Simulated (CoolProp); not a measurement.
Vapour-liquid equilibrium of R113 (1) + benzene (2) at 328.9 K; x and y are mole fractions of (1).

The numbers come from the multi-fluid Helmholtz-energy mixture model, Marx 1992 and Thol 2012; pair parameters Bell 2016 in CoolProp.

```
x      bubble pressure (kPa)  y at the bubble point  dew pressure at overall composition x (kPa)  liquid density (mol/L)
-----  ---------------------  ---------------------  -------------------------------------------  ----------------------
0.05                   54.41                  0.212                                   (withheld)                   10.58
0.125                  66.05                  0.393                                   (withheld)              (withheld)
0.2                    75.36                  0.502                                        53.78                   10.06
0.275                  83.07                  0.579                                        58.03                   9.817
0.35                   89.68                  0.638                                        62.93                   9.585
0.425                  95.54                  0.687                                        68.60                   9.363
0.5               (withheld)                  0.731                                        75.15                   9.150
0.575             (withheld)                  0.771                                        82.66              (withheld)
0.65                   110.7                  0.811                                        91.09                   8.751
0.725                  115.4                  0.850                                        100.2                   8.564
0.8                    120.0                  0.889                                        109.4                   8.384
0.875                  124.4                  0.929                                        118.4                   8.212
0.95                   128.9                  0.971                                        126.7              (withheld)
```

Complete the blanks.


- 0.05, dew pressure at overall composition x (kPa): 46.81
- 0.125, dew pressure at overall composition x (kPa): 50.07
- 0.125, liquid density (mol/L): 10.31
- 0.5, bubble pressure (kPa): 100.9
- 0.575, bubble pressure (kPa): 105.9
- 0.575, liquid density (mol/L): 8.946
- 0.95, liquid density (mol/L): 8.047

No azeotrope shows between x = 0.05 and 0.95.

Pair parameters are fitted to limited data, so mixtures are less certain than the pure fluids.
